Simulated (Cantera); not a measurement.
A Cantera script and what it prints.

```python
import numpy as np
import cantera as ct

gas_names = """
    O2 TiO B2O2 AL2O
""".split()
cond_names = """
    Ti(a) Ti(b) Ti(L) B(b) B(L) Ti3O5(a) Ti3O5(b) Ti3O5(L) Ti2O3(a) Ti2O3(b) Ti2O3(L) AL(cr) AL(L)
""".split()


# ... load() reads the species with a 1 bar reference pressure and builds the phases ...
species = {s.name: s for s in load("nasa_gas.yaml", gas_names) + load("nasa_condensed.yaml", cond_names)}
# Each term lists the table entries of one substance; the one whose range holds T is used.
reactions = {
    '2 Ti + O2(g) = 2 TiO(g)':
        [(-2, ['Ti(a)', 'Ti(b)', 'Ti(L)']), (-1, ['O2']), (2, ['TiO'])],
    '2 B + O2(g) = B2O2(g)':
        [(-2, ['B(b)', 'B(L)']), (-1, ['O2']), (1, ['B2O2'])],
    '1.2 Ti + O2(g) = 0.4 Ti3O5':
        [(-1.2, ['Ti(a)', 'Ti(b)', 'Ti(L)']), (-1, ['O2']), (0.4, ['Ti3O5(a)', 'Ti3O5(b)', 'Ti3O5(L)'])],
    '1.333 Ti + O2(g) = 0.6667 Ti2O3':
        [(-1.3333333333333333, ['Ti(a)', 'Ti(b)', 'Ti(L)']), (-1, ['O2']), (0.6666666666666666, ['Ti2O3(a)', 'Ti2O3(b)', 'Ti2O3(L)'])],
    '4 Al + O2(g) = 2 Al2O(g)':
        [(-4, ['AL(cr)', 'AL(L)']), (-1, ['O2']), (2, ['AL2O'])],
}


def pick(names, T):
    return next(species[n] for n in names if species[n].thermo.min_temp <= T <= species[n].thermo.max_temp)


results = []
for label, terms in reactions.items():
    print(label)
    print("     T/K   dH/kJ  dS/(J/K)   dG/kJ   log10 K")
    for T in [1150, 1300, 1450, 1600, 1750, 1900, 2050, 2200, 2350, 2500]:
        used = [(nu, pick(names, T)) for nu, names in terms]
        dH = sum(nu * s.thermo.h(T) for nu, s in used) / 1e6
        dS = sum(nu * s.thermo.s(T) for nu, s in used) / 1e3
        dG = dH - T * dS / 1e3
        logK = -dG * 1e6 / (ct.gas_constant * T * np.log(10))
        results.append((label, T, dH, dS, dG, logK, [s.name for _, s in used]))
        print(f"{T:8g} {dH:8.1f} {dS:8.1f} {dG:8.1f} {logK:8.2f}")
```

Output:

```
2 Ti + O2(g) = 2 TiO(g)
     T/K   dH/kJ  dS/(J/K)   dG/kJ   log10 K
    1150     90.9    174.8   -110.1     5.00
    1300     80.5    165.9   -135.2     5.43
    1450     77.3    163.5   -159.9     5.76
    1600     73.3    160.9   -184.2     6.01
    1750     68.5    158.1   -208.1     6.21
    1900     63.0    155.1   -231.6     6.37
    2050     26.3    136.3   -253.0     6.45
    2200     18.2    132.4   -273.2     6.49
    2350     10.1    128.9   -292.8     6.51
    2500      2.0    125.5   -311.8     6.52
2 B + O2(g) = B2O2(g)
     T/K   dH/kJ  dS/(J/K)   dG/kJ   log10 K
    1150   -459.4     22.4   -485.1    22.03
    1300   -460.6     21.4   -488.4    19.62
    1450   -461.9     20.4   -491.5    17.71
    1600   -463.4     19.5   -494.5    16.14
    1750   -464.9     18.5   -497.4    14.85
    1900   -466.6     17.6   -500.1    13.75
    2050   -468.4     16.7   -502.7    12.81
    2200   -470.4     15.8   -505.1    11.99
    2350   -472.5     14.8   -507.4    11.28
    2500   -575.5    -28.9   -503.1    10.51
1.2 Ti + O2(g) = 0.4 Ti3O5
     T/K   dH/kJ  dS/(J/K)   dG/kJ   log10 K
    1150   -971.0   -166.6   -779.4    35.40
    1300   -973.0   -168.4   -754.0    30.30
    1450   -970.3   -166.5   -728.9    26.26
    1600   -967.6   -164.7   -704.1    22.98
    1750   -965.0   -163.2   -679.5    20.28
    1900   -962.5   -161.8   -655.1    18.01
    2050   -978.3   -169.9   -630.0    16.05
    2200   -907.7   -135.5   -609.6    14.47
    2350   -905.9   -134.7   -589.3    13.10
    2500   -904.0   -134.0   -569.1    11.89
1.333 Ti + O2(g) = 0.6667 Ti2O3
     T/K   dH/kJ  dS/(J/K)   dG/kJ   log10 K
    1150   -998.3   -170.6   -802.1    36.43
    1300   -999.7   -172.0   -776.1    31.18
    1450   -996.4   -169.6   -750.5    27.03
    1600   -993.4   -167.7   -725.2    23.67
    1750   -990.9   -166.2   -700.2    20.90
    1900   -989.0   -165.1   -675.3    18.57
    2050  -1007.7   -174.7   -649.5    16.55
    2200   -937.5   -141.5   -626.1    14.87
    2350   -937.0   -141.3   -604.9    13.45
    2500   -936.5   -141.1   -583.7    12.20
4 Al + O2(g) = 2 Al2O(g)
     T/K   dH/kJ  dS/(J/K)   dG/kJ   log10 K
    1150   -361.5     99.4   -475.8    21.61
    1300   -367.6     94.4   -490.3    19.70
    1450   -373.6     90.0   -504.1    18.16
    1600   -379.7     86.0   -517.3    16.89
    1750   -385.8     82.4   -530.0    15.82
    1900   -391.9     79.1   -542.1    14.90
    2050   -398.0     75.9   -553.7    14.11
    2200   -404.2     73.0   -564.9    13.41
    2350   -410.4     70.3   -575.6    12.79
    2500   -416.6     67.7   -586.0    12.24
```

Source: NASA polynomial tables (part measured, part estimated), evaluated in Cantera. Condensed species are held in their standard states even where they would react or evaporate.
